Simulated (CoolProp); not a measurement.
Ethylene along the isotherm 22.65 °C: Z from the reference equation and from simpler models built on Tc = 9.2 °C, pc = 5.042 MPa, ω = 0.087; each cubic takes its own stable root.

Model: reference Helmholtz-energy equation of state, Smukala 2000, in CoolProp.

| p (MPa) | phase | reference | van der Waals | Soave-Redlich-Kwong |
|---|---|---|---|---|
| 1.05 | gas | ? | ? | 0.9361 |
| 2.1 | gas | 0.8671 | 0.8776 | 0.8665 |
| 3.15 | gas | 0.7886 | 0.8033 | 0.7889 |
| 4.2 | gas | 0.6966 | ? | ? |
| 5.25 | supercritical | 0.5796 | 0.5861 | 0.5864 |
| 6.3 | supercritical | 0.4046 | 0.3837 | 0.4301 |
| 7.35 | supercritical | 0.3044 | 0.3719 | ? |
| 8.4 | supercritical | 0.3082 | 0.3935 | 0.3553 |
| 9.45 | supercritical | 0.3258 | 0.4213 | 0.3703 |
| 10.5 | supercritical | 0.3472 | ? | 0.3898 |
| 11.6 | supercritical | 0.3711 | ? | ? |
| 12.6 | supercritical | 0.3936 | 0.5137 | 0.4338 |

Q: Complete the blanks.

A: 
- 1.05, reference: 0.9367
- 1.05, van der Waals: 0.9421
- 4.2, van der Waals: 0.7128
- 4.2, Soave-Redlich-Kwong: 0.6989
- 7.35, Soave-Redlich-Kwong: 0.3545
- 10.5, van der Waals: 0.4513
- 11.6, van der Waals: 0.4838
- 11.6, Soave-Redlich-Kwong: 0.4124
